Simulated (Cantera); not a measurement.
A closed system holds: 1 mol SiO2, 0.037 mol Si, 1.8 mol H2, at 420 Torr.

Cantera equilibrium calculation (NASA polynomials, part measured and part estimated; ideal gas, pure solids and liquids). Candidate condensed phases: H2O, Si, SiO2; 18 gas species. Each liquid is taken as pure. Mutual solubility and eutectic melting of coexisting phases are not modelled. The tables hold silica as quartz up to 1696 K and as liquid above; real silica turns to tridymite and cristobalite and melts near 1996 K. Gases not in the tables: Si2H6 and higher silanes. Rates play no part.

Problem. Which condensed phases are stable at each of these points (T (K)): 1450, 1500, 1550, 1600, 1650, 1700, 1750, 1800, 1850, 1900, 1950, 2000?

Solution. 
```json
[
 {"T (K)": "1450", "condensed phases": "Si(s) + SiO2(β-quartz)", "Si condensed (%)": "99.9"},
 {"T (K)": "1500", "condensed phases": "Si(s) + SiO2(β-quartz)", "Si condensed (%)": "99.8"},
 {"T (K)": "1550", "condensed phases": "Si(s) + SiO2(β-quartz)", "Si condensed (%)": "99.6"},
 {"T (K)": "1600", "condensed phases": "Si(s) + SiO2(β-quartz)", "Si condensed (%)": "99.1"},
 {"T (K)": "1650", "condensed phases": "Si(s) + SiO2(β-quartz)", "Si condensed (%)": "98.1"},
 {"T (K)": "1700", "condensed phases": "Si(l) + SiO2(condensed)", "Si condensed (%)": "96.0"},
 {"T (K)": "1750", "condensed phases": "SiO2(condensed)", "Si condensed (%)": "92.9"},
 {"T (K)": "1800", "condensed phases": "SiO2(condensed)", "Si condensed (%)": "92.8"},
 {"T (K)": "1850", "condensed phases": "SiO2(condensed)", "Si condensed (%)": "92.8"},
 {"T (K)": "1900", "condensed phases": "SiO2(condensed)", "Si condensed (%)": "92.8"},
 {"T (K)": "1950", "condensed phases": "SiO2(condensed)", "Si condensed (%)": "92.6"},
 {"T (K)": "2000", "condensed phases": "SiO2(l)", "Si condensed (%)": "92.3"}
]
```

From 1450 K to 1650 K the condensed part is Si(s) + SiO2(β-quartz). At 1700 K the condensed part is Si(l) + SiO2(condensed). From 1750 K to 1950 K the condensed part is SiO2(condensed). At 2000 K the condensed part is SiO2(l).
